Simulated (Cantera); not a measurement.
Cantera run:

```python
import numpy as np
import cantera as ct

gas_names = """
    H HNO HNO2 HNO3 HO2 H2 H2O H2O2 N NH NH2 NH3 NH2OH NO NO2 NO3 N2 N2H2 N2H4 N2O O OH O2 O3 V VN VO
    VO2
""".split()
cond_names = """
    H2O(s) H2O(L) V(cr) V(L) VN(s) VO(s) VO(L) V2O3(s) V2O3(L) V2O4(I) V2O4(II) V2O4(L) V2O5(s) V2O5(L)
""".split()


# ... load() reads the species with a 1 bar reference pressure and builds the phases ...
atoms = {
    'V2O5': {'V': 2, 'O': 5},
    'H2': {'H': 2},
    'N2': {'N': 2},
}
top_T = {'VN(s)': 2300}  # K; cautious upper limits of use, not melting points


# ... equilibrate(T, P, feed) seeds the gas with the atoms and calls Mixture.equilibrate('TP', solver="vcs", rtol=1e-11, max_steps=5000) ...
results = []
feed = {'V2O5': 1, 'H2': 1.5, 'N2': 1.8}  # mol
P = 133.322  # Pa
for T in [1148, 1198, 1248, 1298, 1348, 1398, 1448, 1498, 1548, 1598, 1648, 1698]:
    mix = equilibrate(T, P, feed)
    results.append((T, P, feed, dict(zip(mix.species_names, mix.species_moles))))
    x = sorted(zip(gas.X, gas.species_names), reverse=True)
    print(f"T = {T:g} K  P = {P:g} Pa  gas = {mix.phase_moles(0):.4g} mol")
    print("   x: " + "  ".join(f"{s} {v:.3e}" for v, s in x if v > 0.001))
    print("   condensed (mol): " + ("  ".join(f"{mix.phase(i).name} {mix.phase_moles(i):.4g}"
          for i in range(1, mix.n_phases) if mix.phase_moles(i) > 1e-12) or "none"))
```

Output:

```
T = 1148 K  P = 133.322 Pa  gas = 3.3 mol
   x: N2 5.455e-01  H2O 4.540e-01
   condensed (mol): V2O3(s) 0.4982  V2O4(II) 0.5018
T = 1198 K  P = 133.322 Pa  gas = 3.3 mol
   x: N2 5.455e-01  H2O 4.539e-01
   condensed (mol): V2O3(s) 0.4977  V2O4(II) 0.5023
T = 1248 K  P = 133.322 Pa  gas = 3.3 mol
   x: N2 5.455e-01  H2O 4.537e-01
   condensed (mol): V2O3(s) 0.4972  V2O4(II) 0.5028
T = 1298 K  P = 133.322 Pa  gas = 3.3 mol
   x: N2 5.455e-01  H2O 4.535e-01  H2 1.047e-03
   condensed (mol): V2O3(s) 0.4966  V2O4(II) 0.5034
T = 1348 K  P = 133.322 Pa  gas = 3.3 mol
   x: N2 5.454e-01  H2O 4.533e-01  H2 1.261e-03
   condensed (mol): V2O3(s) 0.4959  V2O4(II) 0.5041
T = 1398 K  P = 133.322 Pa  gas = 3.3 mol
   x: N2 5.454e-01  H2O 4.530e-01  H2 1.501e-03
   condensed (mol): V2O3(s) 0.4952  V2O4(II) 0.5048
T = 1448 K  P = 133.322 Pa  gas = 3.3 mol
   x: N2 5.454e-01  H2O 4.527e-01  H2 1.767e-03
   condensed (mol): V2O3(s) 0.4946  V2O4(II) 0.5054
T = 1498 K  P = 133.322 Pa  gas = 3.301 mol
   x: N2 5.453e-01  H2O 4.523e-01  H2 2.057e-03
   condensed (mol): V2O3(s) 0.4943  V2O4(II) 0.5056
T = 1548 K  P = 133.322 Pa  gas = 3.302 mol
   x: N2 5.450e-01  H2O 4.517e-01  H2 2.372e-03
   condensed (mol): V2O3(s) 0.4949  V2O4(II) 0.5047
T = 1598 K  P = 133.322 Pa  gas = 3.306 mol
   x: N2 5.444e-01  H2O 4.507e-01  H2 2.709e-03
   condensed (mol): V2O3(s) 0.4979  V2O4(II) 0.5011
T = 1648 K  P = 133.322 Pa  gas = 3.315 mol
   x: N2 5.429e-01  H2O 4.489e-01  H2 3.064e-03  O2 2.122e-03  VO2 1.756e-03
   condensed (mol): V2O3(s) 0.5059  V2O4(II) 0.4912
T = 1698 K  P = 133.322 Pa  gas = 3.335 mol
   x: N2 5.395e-01  H2O 4.454e-01  O2 4.907e-03  VO2 4.548e-03  H2 3.427e-03  OH 1.549e-03
   condensed (mol): V2O3(s) 0.525  V2O4(II) 0.4674
```

Cantera equilibrium calculation (NASA polynomials, part measured and part estimated; ideal gas, pure solids and liquids). Mutual solubility and eutectic melting of coexisting phases are not modelled. Condensed phases not in the tables: the oxides between V2O3 and V2O5 other than VO2.
